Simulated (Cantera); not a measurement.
Charge: 1 mol TEOS, 9.1 mol H₂O, 10 mol N₂, at 0.0100 bar.

Equilibrium computed with Cantera from the NASA thermochemical tables; the gas is ideal and each condensed phase is pure. Candidate condensed phases: C, C₆H₆, C₇H₈, C₈H₁₈, H₂O, Si, SiC, SiO₂, Si₂N₂O, Si₃N₄; 151 gas species. The feed counts by its element totals alone. The tables hold silica as quartz up to 1696 K and as liquid above; real silica turns to tridymite and cristobalite and melts near 1996 K. Equilibrium is a limit: real reactors are often held back by kinetics, nucleation or transport. All values below are at 1673 K.

Base state: H₂ 0.441, N₂ 0.269, CO 0.205, H₂O 0.0733, CO₂ 0.0103, H 0.000756, SiO 9.01e-5 (mole fractions); condensed: SiO₂(β-quartz).

### Question
What changes in the equilibrium state with this change: H₂O from 9.1 to 0.18 mol?

### Answer
```tsv
species	before	after
H₂	0.441	0.417
N₂	0.269	0.410
CO	0.205	0.171
H₂O	0.0733	4.00e-7
CO₂	0.0103	4.97e-8
SiO	9.01e-5	0.000640
HCN	7.54e-9	0.00130
HNC	<1e-9	3.64e-5
SiO₂(β-quartz), mol	0.997	0
C(graphite), mol	0	2.82
SiC(s), mol	0	0.984
```

### Question
What changes in the equilibrium state with this change: H₂O from 9.1 to 5.9 mol?

### Answer
| species | before | after |
|---|---|---|
| H₂ | 0.441 | 0.465 |
| N₂ | 0.269 | 0.293 |
| CO | 0.205 | 0.235 |
| H₂O | 0.0733 | 0.00149 |
| CO₂ | 0.0103 | 0.000228 |
| SiO | 9.01e-5 | 0.00466 |
| H | 0.000756 | 0.000776 |
| SiO₂(β-quartz), mol | 0.997 | 0.841 |
